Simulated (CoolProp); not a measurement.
Vapour-liquid equilibrium of propane (1) + dimethyl ether (2) at 47.05 °C; x and y are mole fractions of (1).

Values from CoolProp's multi-fluid Helmholtz-energy mixture model, Lemmon 2009 and Wu 2011; pair parameters Bell 2016.

```json
[
 {"x": "0.05", "bubble pressure, mixture model (MPa)": "1.130", "bubble pressure, Raoult's law (MPa)": "1.091", "y, mixture model": "0.093", "y, Raoult's law": "0.074"},
 {"x": "0.2", "bubble pressure, mixture model (MPa)": "1.293", "bubble pressure, Raoult's law (MPa)": "1.172", "y, mixture model": "0.302", "y, Raoult's law": "0.274"},
 {"x": "0.35", "bubble pressure, mixture model (MPa)": "1.414", "bubble pressure, Raoult's law (MPa)": "1.254", "y, mixture model": "0.452", "y, Raoult's law": "0.448"},
 {"x": "0.5", "bubble pressure, mixture model (MPa)": "1.504", "bubble pressure, Raoult's law (MPa)": "1.335", "y, mixture model": "0.576", "y, Raoult's law": "0.602"},
 {"x": "0.65", "bubble pressure, mixture model (MPa)": "1.568", "bubble pressure, Raoult's law (MPa)": "1.416", "y, mixture model": "0.692", "y, Raoult's law": "0.737"},
 {"x": "0.8", "bubble pressure, mixture model (MPa)": "1.605", "bubble pressure, Raoult's law (MPa)": "1.498", "y, mixture model": "0.812", "y, Raoult's law": "0.858"},
 {"x": "0.95", "bubble pressure, mixture model (MPa)": "1.612", "bubble pressure, Raoult's law (MPa)": "1.579", "y, mixture model": "0.948", "y, Raoult's law": "0.966"}
]
```

The largest gap from Raoult's law is +12.8 % in bubble pressure, at x = 0.35. y crosses x between x = 0.8 and 0.95: the model has an azeotrope there.

The pair parameters rest on a limited set of measurements; away from them the model extrapolates.
